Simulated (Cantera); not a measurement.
# Aluminium nitride and oxide growth: AlI3 + N2O + H2

Feed: 1 mol AlI3, 0.88 mol N2O, 72 mol H2, equilibrated at 1298.15 K.

Method: chemical equilibrium by Gibbs-energy minimisation in Cantera with the NASA 1993 tables (ideal gas, pure condensed phases). Candidate condensed phases: Al, AlI3, AlN, Al2O3, H2O, I2; 41 gas species. Mutual solubility and eutectic melting of coexisting phases are not modelled. The numbers say what is thermodynamically allowed, not how fast it happens.

| P (Pa) | x H2 | x HI | x I | x N2 | x AlI | x AlI3 | n AlN(s) | n Al2O3(s) |
|---|---|---|---|---|---|---|---|---|
| 10 | 0.950 | 0.00314 | 0.0339 | 0.0102 | 0.00264 | 2.14e-7 | 0.214 | 0.293 |
| 28 | 0.951 | 0.00513 | 0.0330 | 0.00970 | 0.00158 | 9.54e-7 | 0.294 | 0.293 |
| 77 | 0.951 | 0.00796 | 0.0309 | 0.00938 | 0.000904 | 3.63e-6 | 0.345 | 0.293 |
| 220 | 0.951 | 0.0119 | 0.0274 | 0.00919 | 0.000479 | 1.24e-5 | 0.376 | 0.293 |
| 600 | 0.951 | 0.0166 | 0.0230 | 0.00911 | 0.000245 | 3.32e-5 | 0.392 | 0.293 |
| 1700 | 0.951 | 0.0217 | 0.0180 | 0.00909 | 0.000114 | 7.50e-5 | 0.399 | 0.293 |
| 4600 | 0.951 | 0.0264 | 0.0133 | 0.00911 | 5.09e-5 | 0.000134 | 0.400 | 0.293 |
| 13000 | 0.951 | 0.0304 | 0.00909 | 0.00915 | 2.07e-5 | 0.000205 | 0.397 | 0.293 |
| 36000 | 0.951 | 0.0334 | 0.00599 | 0.00919 | 8.20e-6 | 0.000271 | 0.393 | 0.293 |
| 100000 | 0.951 | 0.0354 | 0.00382 | 0.00922 | 3.13e-6 | 0.000323 | 0.389 | 0.293 |
x: gas mole fraction; n: condensed amount in mol.

From 10.0 Pa to 1.00 bar the condensed part is AlN(s) + Al2O3(s). The main Al-bearing gas is AlI at 10.0 Pa and AlI3 at 1.00 bar.
